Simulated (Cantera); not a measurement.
**Oxide etching and cleaning by halides: B2O3 + HCl + N2**

A closed system holds: 1 mol B2O3, 2 mol HCl, 17 mol N2, held at 11.0 Pa.

Equilibrium computed with Cantera from the NASA thermochemical tables; the gas is ideal and each condensed phase is pure. Candidate condensed phases: B, BN, B2O3, B3O3H3, H2O, NH4Cl; 49 gas species. The tables' values for BOCl are old estimates; treat these amounts as uncertain. The numbers say what is thermodynamically allowed, not how fast it happens.

| T (K) | x N2 | x HCl | x B2O3 | x HBO2 | x BOCl | x Cl | x H2 | n B2O3(l) |
|---|---|---|---|---|---|---|---|---|
| 1100 | 0.895 | 0.105 | 2.33e-6 | 3.88e-5 | 3.18e-5 | 4.75e-5 | 2.39e-5 | 0.999 |
| 1175 | 0.895 | 0.105 | 3.63e-5 | 0.000165 | 0.000162 | 0.000132 | 6.60e-5 | 0.996 |
| 1250 | 0.894 | 0.104 | 0.000401 | 0.000620 | 0.000632 | 0.000323 | 0.000161 | 0.980 |
| 1325 | 0.890 | 0.102 | 0.00333 | 0.00201 | 0.00204 | 0.000712 | 0.000349 | 0.897 |
| 1400 | 0.869 | 0.0952 | 0.0218 | 0.00562 | 0.00563 | 0.00142 | 0.000660 | 0.462 |
| 1475 | 0.849 | 0.0890 | 0.0415 | 0.00835 | 0.00823 | 0.00263 | 0.00114 | 0 |
| 1550 | 0.848 | 0.0864 | 0.0407 | 0.00905 | 0.00868 | 0.00470 | 0.00194 | 0 |
| 1625 | 0.846 | 0.0828 | 0.0398 | 0.00980 | 0.00884 | 0.00794 | 0.00305 | 0 |
x: gas mole fraction; n: condensed amount in mol.

From 1100 K to 1400 K the condensed part is B2O3(l). From 1475 K to 1625 K nothing is condensed. The main B-bearing gas is HBO2 at 1100 K and B2O3 at 1625 K.
